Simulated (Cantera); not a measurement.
Premixed flame

A freely propagating, adiabatic, planar premixed flame of H2 : O2 : N2 = 1 : 0.847 : 3.19 (molar parts), unburnt at 625 K and 1.01 bar; multicomponent transport, grid criteria slope 0.08 and curve 0.16, no radiation.

Detailed kinetics in Cantera: the H2/O2 subset of GRI-Mech 3.0, which has no nitrogen chemistry. Burning velocities carry a grid error of a few per cent, more on coarse grids. Lean hydrogen flames are cellular in practice and burn faster than this planar one.

| z (mm) | T (K) | u (m/s) | x H2 | x O2 | x OH | x O | x H2O2 | x HO2 |
|---|---|---|---|---|---|---|---|---|
| -1.28 | 625 | 4.63 | 0.199 | 0.168 | <1e-8 | <1e-8 | <1e-8 | <1e-8 |
| -0.850 | 625 | 4.63 | 0.199 | 0.168 | <1e-8 | <1e-8 | <1e-8 | <1e-8 |
| -0.638 | 625 | 4.63 | 0.198 | 0.168 | <1e-8 | <1e-8 | <1e-8 | 8.44e-8 |
| -0.425 | 625 | 4.63 | 0.198 | 0.168 | <1e-8 | 2.23e-8 | 2.26e-8 | 3.17e-6 |
| -0.213 | 656 | 4.80 | 0.187 | 0.169 | 8.43e-5 | 1.63e-5 | 8.94e-6 | 0.000265 |
| -0.106 | 851 | 6.08 | 0.151 | 0.164 | 0.000711 | 0.000418 | 1.65e-5 | 0.000200 |
| 0 | 1198 | 8.34 | 0.0816 | 0.134 | 0.00310 | 0.00448 | 8.17e-6 | 0.000108 |
| 0.106 | 1465 | 10.1 | 0.0304 | 0.0962 | 0.00783 | 0.0107 | 4.35e-6 | 6.35e-5 |
| 0.213 | 1609 | 11.0 | 0.0162 | 0.0825 | 0.0105 | 0.0122 | 2.37e-6 | 4.50e-5 |
| 0.425 | 1754 | 12.0 | 0.0113 | 0.0777 | 0.0120 | 0.0101 | 1.18e-6 | 3.10e-5 |
| 0.850 | 1879 | 12.7 | 0.00783 | 0.0761 | 0.0117 | 0.00672 | 6.43e-7 | 1.96e-5 |
| 1.70 | 1973 | 13.3 | 0.00441 | 0.0756 | 0.00981 | 0.00366 | 3.82e-7 | 1.08e-5 |
| 3.40 | 2030 | 13.6 | 0.00202 | 0.0759 | 0.00711 | 0.00165 | 2.38e-7 | 5.48e-6 |
x: mole fraction of selected species; z is measured from the peak of heat release.

- laminar burning velocity = 463 cm/s
- thermal thickness = 0.425 mm
- peak x(OH) = 0.0121
- peak x(O) = 0.0122
- peak x(H2O2) = 1.73e-5
- peak x(HO2) = 0.000284
